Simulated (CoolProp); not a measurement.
Values from CoolProp's reference Helmholtz-energy equation of state, Lemmon 2006. It is a short technical equation, of lower accuracy than the large ones.

### Question
Give the vapour pressure (bar), enthalpy of vaporisation (kJ/kg), vapour Z, surface tension (mN/m) of saturated n-decane at 68.45, 77.85 °C.

### Answer
```csv
T (°C),p (bar),enthalpy of vaporisation (kJ/kg),vapour Z,surface tension (mN/m)
68.45,0.0235,337,0.996,19.4
77.85,0.0369,332,0.994,18.5
```

Surface tension comes from a separate correlation (Mulero 2012).
